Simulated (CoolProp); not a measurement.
A closed Brayton cycle with dry air: compressor inlet 309.15 K and 3.8 MPa, high pressure 12.7 MPa, turbine inlet 920 K, compressor efficiency 0.85, turbine efficiency 0.9, recuperator effectiveness 0.8 (on enthalpy, no pinch check). Each further row changes one setting.

Model: reference Helmholtz-energy equation of state, Lemmon 2000, in CoolProp. It is a pseudo-pure fit of the blend.

| case | thermal efficiency (%) | net work (kJ/kg) | compressor to turbine work | compressor exit (K) | turbine exit (K) |
|---|---|---|---|---|---|
| as stated | 32.3 | 99.3 | 0.61 | 459.9 | 695.9 |
| turbine inlet 870 K | 30.0 | 85.3 | 0.64 | 459.9 | 656.2 |
| compressor inlet 319.15 K | 31.0 | 94.0 | 0.63 | 474.5 | 695.9 |
| high pressure 10.8 MPa | 32.5 | 93.6 | 0.58 | 436.6 | 722.6 |
| recuperator effectiveness 0.5 | 26.0 | 99.3 | 0.61 | 459.9 | 695.9 |
